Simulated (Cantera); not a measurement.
# Premixed flame

A freely propagating, adiabatic, planar premixed flame of 9.91 % CH4, 18.0 % O2, 72.1 % N2, equivalence ratio 1.1, unburnt at 675 K and 900 Torr; multicomponent+Soret transport, grid criteria slope 0.08 and curve 0.16, no radiation.

Computed with Cantera and GRI-Mech 3.0 (53 species, 325 reactions). Burning velocities carry a grid error of a few per cent, more on coarse grids.

```
z (mm)   T (K)  u (m/s)     x CH4     x O2       x O      x CO    x HCO     x CO2
-------  -----  -------  --------  -------  --------  --------  -------  --------
-0.854     675     1.43    0.0990    0.180     <1e-8   3.06e-6    <1e-8   1.67e-7
-0.569     677     1.44    0.0986    0.180     <1e-8   3.70e-5    <1e-8   2.84e-6
-0.427     684     1.46    0.0975    0.179     <1e-8  0.000218    <1e-8   2.27e-5
-0.285     737     1.58    0.0925    0.175   2.16e-7   0.00168    <1e-8  0.000262
-0.142    1090     2.37    0.0669    0.145   1.71e-5    0.0150  1.13e-6   0.00372
-0.0712   1482     3.26    0.0373    0.105  0.000142    0.0342  2.06e-5    0.0102
0         1857     4.14   0.00929   0.0565  0.000831    0.0545  7.03e-5    0.0212
0.0712    2021     4.51  0.000777   0.0279   0.00244    0.0568  2.79e-5    0.0337
0.142     2064     4.59   3.28e-5   0.0176   0.00344    0.0495  2.11e-6    0.0436
0.285     2105     4.66   6.21e-8   0.0126   0.00347    0.0410  9.87e-8    0.0534
0.569     2158     4.76     <1e-8   0.0104   0.00285    0.0368  6.91e-8    0.0581
1.14      2221     4.88     <1e-8  0.00821   0.00203    0.0348  4.61e-8    0.0605
2.28      2286     5.00     <1e-8  0.00591   0.00128    0.0325  2.78e-8    0.0632
```
x: mole fraction of selected species; z is measured from the peak of heat release.

```json
{
  "laminar_burning_velocity": "143 cm/s",
  "thermal_thickness": "0.285 mm",
  "peak x(O)": "0.00359",
  "peak x(CO)": "0.0582",
  "peak x(HCO)": "7.09e-5",
  "grid_points": "151"
}
```
